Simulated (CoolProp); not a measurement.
Saturation properties of R227EA (Tc = 374.9 K, pc = 2.925 MPa, ω = 0.358).

Values from CoolProp's reference Helmholtz-energy equation of state, Lemmon 2016.

```csv
T (K),p (MPa),liquid density (kg/m³),vapour density (kg/m³),enthalpy of vaporisation (kJ/kg),liquid cp (kJ/(kg K))
169,0.0001789,1815,0.02165,165.9,0.9469
187.6,0.001258,1762,0.1374,158.8,0.9711
206.2,0.005832,1707,0.5821,151.8,0.9963
224.8,0.01997,1650,1.846,144.7,1.024
243.4,0.05463,1590,4.741,137.4,1.054
262,0.1261,1526,10.44,129.5,1.090
280.6,0.2559,1458,20.56,120.8,1.132
299.2,0.4695,1383,37.38,111.0,1.185
317.8,0.7966,1298,64.47,99.42,1.257
336.4,1.271,1197,108.5,85.06,1.372
```

It boils at 256.8 K under 1 atm.
